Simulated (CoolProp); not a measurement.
Vapour-liquid equilibrium of CH2F2 (R32) (1) + R236EA (2) at 283.6 K; x and y are mole fractions of (1).

The numbers come from the multi-fluid Helmholtz-energy mixture model, Tillner-Roth 1997 and Rui 2013; pair parameters Bell 2016 in CoolProp.

```json
[
 {"x": "0.05", "bubble pressure (MPa)": "0.1592", "y at the bubble point": "0.270", "dew pressure at overall composition x (MPa)": "0.1259", "liquid density (mol/L)": "9.958"},
 {"x": "0.2", "bubble pressure (MPa)": "[?]", "y at the bubble point": "0.638", "dew pressure at overall composition x (MPa)": "0.1469", "liquid density (mol/L)": "[?]"},
 {"x": "0.35", "bubble pressure (MPa)": "[?]", "y at the bubble point": "0.791", "dew pressure at overall composition x (MPa)": "0.1761", "liquid density (mol/L)": "11.94"},
 {"x": "0.5", "bubble pressure (MPa)": "0.5655", "y at the bubble point": "0.874", "dew pressure at overall composition x (MPa)": "0.2198", "liquid density (mol/L)": "13.19"},
 {"x": "0.65", "bubble pressure (MPa)": "0.7203", "y at the bubble point": "0.927", "dew pressure at overall composition x (MPa)": "0.2917", "liquid density (mol/L)": "14.69"},
 {"x": "0.8", "bubble pressure (MPa)": "0.8854", "y at the bubble point": "0.964", "dew pressure at overall composition x (MPa)": "0.4321", "liquid density (mol/L)": "16.49"},
 {"x": "0.95", "bubble pressure (MPa)": "[?]", "y at the bubble point": "0.992", "dew pressure at overall composition x (MPa)": "0.8140", "liquid density (mol/L)": "[?]"}
]
```

Q: What belongs in the gaps?

A: 
- 0.2, bubble pressure (MPa): 0.2844
- 0.2, liquid density (mol/L): 10.88
- 0.35, bubble pressure (MPa): 0.4202
- 0.95, bubble pressure (MPa): 1.061
- 0.95, liquid density (mol/L): 18.71

No azeotrope shows between x = 0.05 and 0.95.

Pair parameters are fitted to limited data, so mixtures are less certain than the pure fluids.
